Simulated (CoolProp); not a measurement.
Saturated liquid density (kg/m³) of CH3F (R41): the reference equation beside estimates from Tc = 317.3 K, pc = 59.06 bar, ω = 0.200.

The numbers come from the reference Helmholtz-energy equation of state, Lemmon 2006 in CoolProp. It is a short technical equation, of lower accuracy than the large ones.

```csv
T (K),reference,van der Waals,Soave-Redlich-Kwong
181.7,907.9,?,?
189,893.1,471.1,708.6
196.2,878.2,463.7,696.9
203.4,862.9,456.1,684.7
210.7,?,448.1,671.6
217.9,830.7,?,657.9
225.1,813.9,431.3,643.4
232.4,796.2,422.2,627.9
```

Q: Some entries are withheld; supply them.

A: 
- 181.7, van der Waals: 478.2
- 181.7, Soave-Redlich-Kwong: 719.8
- 210.7, reference: 847.0
- 217.9, van der Waals: 439.9

Absolute difference from the reference over all 8 rows, mean and median: van der Waals 47.1 and 47.1 %, Soave-Redlich-Kwong 20.8 and 20.7 %.
